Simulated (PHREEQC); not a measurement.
Dissolve 120 mmol/kgw CdCl2, 0.28 mmol/kgw CuCl2, 22 mmol/kgw HCl and 0.56 mmol/kgw Na2SO4 at 25 °C. Closed to the air; pH follows from the charge balance.

All values are PHREEQC results (ion-association model, wateq4f.dat), not measurements.

Question: The ionic strength comes out as 0.156 mol/kgw. What activity coefficients do Cd+2, HSO4-, CdCl+, CdCl3-, Na+ get?

Answer: Cd+2 0.33, HSO4- 0.75, CdCl+ 0.76, CdCl3- 0.76, Na+ 0.76.

Precipitation was switched off in this run. Species that the database lacks are ignored.
